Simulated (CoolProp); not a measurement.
Acetone along the isotherm 276.85 °C: density (kg/m³) from the reference equation and from simpler models built on Tc = 235.0 °C, pc = 4.692 MPa, ω = 0.307; each cubic takes its own stable root.

The numbers come from the reference Helmholtz-energy equation of state, Lemmon 2006 in CoolProp. It is a short technical equation, of lower accuracy than the large ones.

| p (MPa) | phase | reference | van der Waals | Redlich-Kwong | Soave-Redlich-Kwong | Peng-Robinson |
|---|---|---|---|---|---|---|
| 0.0223 | gas | 0.2836 | 0.2836 | 0.2836 | 0.2836 | 0.2836 |
| 0.0422 | gas | 0.5374 | 0.5371 | 0.5373 | 0.5372 | 0.5374 |
| 0.08 | gas | 1.021 | 1.020 | 1.021 | 1.021 | 1.021 |
| 0.152 | gas | 1.949 | 1.946 | 1.948 | 1.947 | 1.949 |
| 0.287 | gas | 3.713 | 3.701 | 3.707 | 3.704 | 3.712 |
| 0.545 | gas | 7.174 | 7.129 | 7.150 | 7.139 | 7.168 |
| 1.03 | gas | 14.02 | 13.86 | 13.94 | 13.89 | 14.00 |
| 1.96 | gas | 28.64 | 28.03 | 28.32 | 28.10 | 28.55 |
| 3.71 | gas | 63.74 | 61.77 | 62.68 | 61.26 | 63.24 |
| 7.04 | supercritical | 211.7 | 215.4 | 206.9 | 179.1 | 190.4 |
